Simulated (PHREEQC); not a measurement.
Consider water at 2.3 °C with 5.3 mmol/kgw HF, 73 mmol/kgw Na2SO4 and 1.1 mmol/kgw NaCl. Closed to the air; pH follows from the charge balance.

All values are PHREEQC results (ion-association model, phreeqc.dat), not measurements.

Precipitation was switched off in this run.

Order these S species by the share of S that they hold, largest first: HSO4-, NaSO4-, SO4-2.

SO4-2 (83 %), NaSO4- (15 %), HSO4- (2.3 %)

Order these F species by the share of F that they hold, largest first: F-, HF, HF2-, NaF.

F- (55 %), HF (42 %), NaF (2.2 %), HF2- (0.73 %)

The pH is 2.96 and the ionic strength 0.198 mol/kgw. Constants without temperature data keep their 25 °C values here.
